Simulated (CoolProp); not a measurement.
The numbers come from the reference Helmholtz-energy equation of state, Thol 2019 in CoolProp.

Task: For n-pentane, give the phase and the density (kg/m³), cp (kJ/(kg K)), speed of sound (m/s), expansivity (1/kK) at 156.85 °C and 4.27 MPa.

Result: 
- 156.85 °C and 4.27 MPa: liquid; density 468, cp 3.13, speed of sound 447, expansivity 3.72
